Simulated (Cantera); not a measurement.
# Thermodynamics of fluorocarbon and chlorocarbon gases, feed CCl4 + Si

Feed: 1 mol CCl4, 0.079 mol Si, equilibrated at 308 Torr.

Method: chemical equilibrium by Gibbs-energy minimisation in Cantera with the NASA 1993 tables (ideal gas, pure condensed phases). Candidate condensed phases: C, Si, SiC; 24 gas species. The tables' values for SiCl3, SiCl, CCl are old estimates; treat these amounts as uncertain. Equilibrium is a limit: real reactors are often held back by kinetics, nucleation or transport.

From 2600 °C to 2900 °C the condensed part is C(graphite). The main Si-bearing gas is SiCl2 throughout.

```tsv
T (°C)	x Cl	x SiCl2	x Cl2	x C3	x SiCl3	x SiCl	x SiC2	x Si	n C(graphite)
2600	0.972	0.0172	0.00667	0.000185	0.00268	0.000232	1.75e-5	2.68e-5	0.996
2650	0.973	0.0176	0.00556	0.000327	0.00216	0.000337	3.73e-5	5.15e-5	0.993
2700	0.974	0.0178	0.00466	0.000569	0.00173	0.000480	7.66e-5	9.58e-5	0.990
2750	0.974	0.0178	0.00393	0.000970	0.00138	0.000668	0.000152	0.000173	0.984
2800	0.974	0.0175	0.00333	0.00163	0.00110	0.000906	0.000292	0.000301	0.974
2850	0.973	0.0170	0.00283	0.00268	0.000858	0.00120	0.000538	0.000508	0.957
2900	0.972	0.0160	0.00241	0.00433	0.000660	0.00153	0.000949	0.000823	0.930
```
x: gas mole fraction; n: condensed amount in mol.
